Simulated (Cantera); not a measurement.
An adiabatic, constant-volume homogeneous reactor starts with CH₄ : O₂ : N₂ = 1 : 5.56 : 32.2 (molar parts), at 1425 K and 930000 Pa. Integrator tolerance rtol = 1e-08.

Detailed kinetics in Cantera: GRI-Mech 3.0 (53 species, 325 reactions).

### Question
What does this change do: pressure from 930000 Pa to 250000 Pa?

### Answer
| quantity | before | after |
|---|---|---|
| time of steepest temperature rise | 0.396 ms | 1.16 ms |
| temperature at 1.00 s | 2119 K | 2116 K |
| equilibrium temperature | 2119 K | 2115 K |
| x(CH₄) at 1.00 s | <1e-12 (gas-phase equilibrium <1e-12) | <1e-12 (gas-phase equilibrium <1e-12) |
| x(O₂) at 1.00 s | 0.0880 (gas-phase equilibrium 0.0880) | 0.0881 (gas-phase equilibrium 0.0880) |
| x(H₂) at 1.00 s | 3.13e-5 (gas-phase equilibrium 3.13e-5) | 5.89e-5 (gas-phase equilibrium 5.87e-5) |
| x(C₂H₂) at 1.00 s | <1e-12 (gas-phase equilibrium <1e-12) | <1e-12 (gas-phase equilibrium <1e-12) |
| x(HCN) at 1.00 s | <1e-12 (gas-phase equilibrium <1e-12) | <1e-12 (gas-phase equilibrium <1e-12) |
| x(HO₂) at 1.00 s | 3.20e-6 (gas-phase equilibrium 3.20e-6) | 2.27e-6 (gas-phase equilibrium 2.26e-6) |
